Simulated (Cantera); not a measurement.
An isothermal, constant-pressure homogeneous reactor starts with CH4 : H2O = 1 : 0.52 (molar parts), at 1250 K and 100.0 Torr. Integrator tolerance rtol = 1e-08.

Model: GRI-Mech 3.0 (53 species, 325 reactions), integrated in Cantera. GRI-Mech 3.0 stops at C3 and has no aromatics, soot or wall deposition, so with more carbon than oxygen in the feed, carbon stays in small species such as C2H2 where larger ones or solid carbon would form.

**Question.** What does this change do: temperature 1250 to 2023 K?

**Answer.** 
```
quantity                                              before                                      after
-----------------  -----------------------------------------  -----------------------------------------
x(CH4) at 20.0 s         0.642 (gas-phase equilibrium 0.151)  0.000320 (gas-phase equilibrium 0.000320)
x(H2O) at 20.0 s       0.339 (gas-phase equilibrium 9.65e-7)    1.65e-7 (gas-phase equilibrium 1.65e-7)
x(C2H6) at 20.0 s   0.000326 (gas-phase equilibrium 3.71e-5)    2.10e-9 (gas-phase equilibrium 2.10e-9)
x(CH2O) at 20.0 s    1.03e-7 (gas-phase equilibrium 8.01e-9)    6.89e-9 (gas-phase equilibrium 6.89e-9)
x(C2H) at 20.0 s   1.17e-12 (gas-phase equilibrium 5.18e-12)    9.62e-6 (gas-phase equilibrium 9.62e-6)
```

**Question.** What does this change do: temperature 1250 to 2075 K?

**Answer.** 
```json
[
 {"quantity": "x(CH4) at 20.0 s", "before": "0.642 (gas-phase equilibrium 0.151)", "after": "0.000237 (gas-phase equilibrium 0.000238)"},
 {"quantity": "x(H2O) at 20.0 s", "before": "0.339 (gas-phase equilibrium 9.65e-7)", "after": "1.59e-7 (gas-phase equilibrium 1.59e-7)"},
 {"quantity": "x(C2H6) at 20.0 s", "before": "0.000326 (gas-phase equilibrium 3.71e-5)", "after": "1.29e-9 (gas-phase equilibrium 1.29e-9)"},
 {"quantity": "x(CH2O) at 20.0 s", "before": "1.03e-7 (gas-phase equilibrium 8.01e-9)", "after": "6.85e-9 (gas-phase equilibrium 6.85e-9)"},
 {"quantity": "x(C2H) at 20.0 s", "before": "1.17e-12 (gas-phase equilibrium 5.18e-12)", "after": "1.60e-5 (gas-phase equilibrium 1.60e-5)"}
]
```
